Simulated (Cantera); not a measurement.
An adiabatic, constant-pressure homogeneous reactor starts with CO : H₂ : O₂ : N₂ = 1 : 0.55 : 1.02 : 12.2 (molar parts), at 1650 K and 9.87 atm. Integrator tolerance rtol = 1e-08.

Detailed kinetics in Cantera: GRI-Mech 3.0 (53 species, 325 reactions). The hydrogen kinetics of GRI-Mech 3.0 are dated; newer H2 mechanisms differ, most at raised pressure.

### Question
What does this change do: 0.73 parts CO2 added?

### Answer
| quantity | before | after |
|---|---|---|
| time of steepest temperature rise | 3.10 µs | 3.28 µs |
| temperature at 8.00 s | 2379 K | 2323 K |
| equilibrium temperature | 2379 K | 2323 K |
| x(CO) at 8.00 s | 0.00322 (gas-phase equilibrium 0.00322) | 0.00384 (gas-phase equilibrium 0.00384) |
| x(H₂) at 8.00 s | 0.000308 (gas-phase equilibrium 0.000308) | 0.000217 (gas-phase equilibrium 0.000217) |
| x(O₂) at 8.00 s | 0.0160 (gas-phase equilibrium 0.0160) | 0.0158 (gas-phase equilibrium 0.0158) |
| x(O) at 8.00 s | 0.000312 (gas-phase equilibrium 0.000312) | 0.000227 (gas-phase equilibrium 0.000227) |
| x(CO₂) at 8.00 s | 0.0681 (gas-phase equilibrium 0.0681) | 0.113 (gas-phase equilibrium 0.113) |
| x(N₂O) at 8.00 s | 9.83e-7 (gas-phase equilibrium 9.83e-7) | 8.32e-7 (gas-phase equilibrium 8.32e-7) |
| x(NO) at 8.00 s | 0.00534 (gas-phase equilibrium 0.00534) | 0.00464 (gas-phase equilibrium 0.00464) |
